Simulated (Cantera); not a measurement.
What does this Cantera script print?

```python
import numpy as np
import cantera as ct

gas_names = """
    Ca Br2
""".split()
cond_names = """
    CaBr2(s) CaBr2(L)
""".split()


# ... load() reads the species with a 1 bar reference pressure and builds the phases ...
species = {s.name: s for s in load("nasa_gas.yaml", gas_names) + load("nasa_condensed.yaml", cond_names)}
# Each term lists the table entries of one substance; the one whose range holds T is used.
reactions = {
    'CaBr2 = Ca(g) + Br2(g)':
        [(-1, ['CaBr2(s)', 'CaBr2(L)']), (1, ['Ca']), (1, ['Br2'])],
}


def pick(names, T):
    return next(species[n] for n in names if species[n].thermo.min_temp <= T <= species[n].thermo.max_temp)


results = []
for label, terms in reactions.items():
    print(label)
    print("     T/K   dH/kJ  dS/(J/K)   dG/kJ   log10 K")
    for T in [823, 973, 1123, 1273, 1423, 1573, 1723, 1873, 2023, 2173, 2323]:
        used = [(nu, pick(names, T)) for nu, names in terms]
        dH = sum(nu * s.thermo.h(T) for nu, s in used) / 1e6
        dS = sum(nu * s.thermo.s(T) for nu, s in used) / 1e3
        dG = dH - T * dS / 1e3
        logK = -dG * 1e6 / (ct.gas_constant * T * np.log(10))
        results.append((label, T, dH, dS, dG, logK, [s.name for _, s in used]))
        print(f"{T:8g} {dH:8.1f} {dS:8.1f} {dG:8.1f} {logK:8.2f}")
```

Output:

```
CaBr2 = Ca(g) + Br2(g)
     T/K   dH/kJ  dS/(J/K)   dG/kJ   log10 K
     823    880.4    248.8    675.6   -42.88
     973    876.3    244.2    638.7   -34.29
    1123    840.1    208.8    605.6   -28.17
    1273    831.9    202.0    574.8   -23.58
    1423    823.8    196.0    544.9   -20.00
    1573    815.7    190.5    516.0   -17.13
    1723    807.6    185.6    487.8   -14.79
    1873    799.6    181.2    460.3   -12.84
    2023    791.6    177.1    433.4   -11.19
    2173    783.7    173.3    407.1    -9.79
    2323    776.0    169.9    381.4    -8.58
```

Cantera with NASA thermochemical tables; ideal gases at 1 bar, condensed phases pure. Condensed species are held in their standard states even where they would react or evaporate.
